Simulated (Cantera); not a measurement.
What does this Cantera script print?

```python
import numpy as np
import cantera as ct

gas = ct.Solution("SiF4_NH3_mec.yaml", "gas")
gas.TPX = 1700, 33000, {'NH3': 1, 'H2': 0.72}
reactor = ct.IdealGasConstPressureReactor(gas, energy="off", clone=False)
net = ct.ReactorNet([reactor])
net.rtol, net.atol = 1e-08, 1e-18
show = ['NH3', 'H2', 'N2H2', 'N2H4', 'H', 'NH', 'N']
times = np.geomspace(0.0008, 30, 11)

steps = ct.SolutionArray(gas, extra=["t"])
rows = []
print(f"{'t/s':>10s}{'T/K':>9s}{'P/Pa':>11s}" + "".join(f"{s:>11s}" for s in show))
for t in times:
    while net.time < t:
        t_next = net.step()
        steps.append(gas.state, t=t_next)
    rows.append([np.interp(t, steps.t, y) for y in (steps.T, steps.P, *steps(*show).X.T)])
    print(f"{t:10.3e}{rows[-1][0]:9.1f}{rows[-1][1]:11.4g}" + "".join(f"{x:11.3e}" for x in rows[-1][2:]))
rate = np.gradient(steps.T, steps.t)
print("integrator steps:", len(steps.t))
if steps.T.max() > steps.T[0] + 200:
    print(f"time of steepest temperature rise: {steps.t[rate.argmax()]:.4e} s")
gas.TPX = 1700, 33000, {'NH3': 1, 'H2': 0.72}
gas.equilibrate("TP")
print(f"equilibrium (TP): T = {gas.T:.1f} K  " + "  ".join(f"{s} {gas[s].X[0]:.3e}" for s in show))
```

Result:

```
       t/s      T/K       P/Pa        NH3         H2       N2H2       N2H4          H         NH          N
 8.000e-04   1700.0    3.3e+04  5.813e-01  4.186e-01  6.056e-08  7.508e-09  1.490e-05  1.078e-07  1.164e-09
 2.293e-03   1700.0    3.3e+04  5.811e-01  4.187e-01  4.105e-07  4.255e-08  3.544e-05  5.986e-07  1.493e-08
 6.575e-03   1700.0    3.3e+04  5.805e-01  4.191e-01  7.009e-07  6.818e-08  4.494e-05  9.513e-07  2.962e-08
 1.885e-02   1700.0    3.3e+04  5.786e-01  4.204e-01  7.008e-07  6.818e-08  4.523e-05  9.547e-07  2.984e-08
 5.404e-02   1700.0    3.3e+04  5.732e-01  4.241e-01  6.905e-07  6.735e-08  4.577e-05  9.525e-07  2.990e-08
 1.549e-01   1700.0    3.3e+04  5.582e-01  4.344e-01  6.623e-07  6.504e-08  4.731e-05  9.462e-07  3.007e-08
 4.441e-01   1700.0    3.3e+04  5.182e-01  4.617e-01  5.901e-07  5.897e-08  5.158e-05  9.280e-07  3.048e-08
 1.273e+00   1700.0    3.3e+04  4.247e-01  5.256e-01  4.368e-07  4.523e-08  6.274e-05  8.761e-07  3.123e-08
 3.650e+00   1700.0    3.3e+04  2.620e-01  6.369e-01  2.162e-07  2.332e-08  8.849e-05  7.415e-07  3.144e-08
 1.046e+01   1700.0    3.3e+04  9.765e-02  7.493e-01  5.224e-08  5.556e-09  1.364e-04  4.796e-07  2.715e-08
 3.000e+01   1700.0    3.3e+04  2.146e-02  8.013e-01  4.918e-09  4.818e-10  1.956e-04  1.907e-07  1.462e-08
integrator steps: 863
equilibrium (TP): T = 1700.0 K  NH3 3.757e-06  H2 8.160e-01  N2H2 1.611e-14  N2H4 2.041e-17  H 2.332e-04  NH 4.587e-11  N 4.134e-12
```

Model: the gas-phase N/H chemistry of the illustrative SiF4/NH3 mechanism in the Surface Chemkin manual (1991), integrated in Cantera. Walls and surfaces, which speed up NH3 decomposition in real reactors, are not modelled.
